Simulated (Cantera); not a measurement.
What does this Cantera script print?

```python
import numpy as np
import cantera as ct

gas = ct.Solution("gri30.yaml")
gas.TPX = 1600, 100000, {'CH4': 1, 'C2H6': 0.06, 'O2': 1.23, 'N2': 4.62}
reactor = ct.IdealGasConstPressureReactor(gas, energy="on", clone=False)
net = ct.ReactorNet([reactor])
net.rtol, net.atol = 1e-08, 1e-16
show = ['CH4', 'C2H6', 'O2', 'CO2', 'CO', 'C2H', 'C2H4']
times = np.geomspace(4e-06, 0.9, 11)

steps = ct.SolutionArray(gas, extra=["t"])
rows = []
print(f"{'t/s':>10s}{'T/K':>9s}{'P/Pa':>11s}" + "".join(f"{s:>11s}" for s in show))
for t in times:
    while net.time < t:
        t_next = net.step()
        steps.append(gas.state, t=t_next)
    rows.append([np.interp(t, steps.t, y) for y in (steps.T, steps.P, *steps(*show).X.T)])
    print(f"{t:10.3e}{rows[-1][0]:9.1f}{rows[-1][1]:11.4g}" + "".join(f"{x:11.3e}" for x in rows[-1][2:]))
rate = np.gradient(steps.T, steps.t)
print("integrator steps:", len(steps.t))
if steps.T.max() > steps.T[0] + 200:
    print(f"time of steepest temperature rise: {steps.t[rate.argmax()]:.4e} s")
gas.TPX = 1600, 100000, {'CH4': 1, 'C2H6': 0.06, 'O2': 1.23, 'N2': 4.62}
gas.equilibrate("HP")
print(f"equilibrium (HP): T = {gas.T:.1f} K  " + "  ".join(f"{s} {gas[s].X[0]:.3e}" for s in show))
```

It prints:

```
       t/s      T/K       P/Pa        CH4       C2H6         O2        CO2         CO        C2H       C2H4
 4.000e-06   1599.1      1e+05  1.447e-01  8.574e-03  1.780e-01  9.100e-09  4.024e-08  5.796e-17  3.586e-06
 1.372e-05   1597.3      1e+05  1.445e-01  8.302e-03  1.778e-01  4.138e-07  2.328e-06  2.513e-14  5.919e-05
 4.704e-05   1598.0      1e+05  1.425e-01  7.525e-03  1.765e-01  1.366e-05  1.613e-04  1.198e-11  8.490e-04
 1.613e-04   1719.3      1e+05  1.103e-01  3.673e-03  1.497e-01  5.312e-04  1.315e-02  2.934e-08  7.629e-03
 5.533e-04   2669.6      1e+05  2.985e-12  2.780e-24  1.923e-04  2.081e-02  1.190e-01  1.064e-16  4.052e-19
 1.897e-03   2661.6      1e+05  2.549e-12  2.216e-24  2.090e-04  2.081e-02  1.189e-01  9.203e-17  3.356e-19
 6.507e-03   2660.3      1e+05  2.583e-12  2.270e-24  2.060e-04  2.077e-02  1.189e-01  9.237e-17  3.412e-19
 2.231e-02   2660.1      1e+05  2.589e-12  2.279e-24  2.055e-04  2.076e-02  1.190e-01  9.244e-17  3.421e-19
 7.653e-02   2660.1      1e+05  2.589e-12  2.279e-24  2.055e-04  2.076e-02  1.190e-01  9.244e-17  3.421e-19
 2.624e-01   2660.1      1e+05  2.589e-12  2.279e-24  2.055e-04  2.076e-02  1.190e-01  9.244e-17  3.421e-19
 9.000e-01   2660.1      1e+05  2.589e-12  2.279e-24  2.055e-04  2.076e-02  1.190e-01  9.244e-17  3.421e-19
integrator steps: 1667
time of steepest temperature rise: 2.0427e-04 s
equilibrium (HP): T = 2660.1 K  CH4 2.941e-12  C2H6 2.862e-24  O2 2.055e-04  CO2 2.076e-02  CO 1.190e-01  C2H 9.988e-17  C2H4 3.700e-19
```

Model: GRI-Mech 3.0 (53 species, 325 reactions), integrated in Cantera.
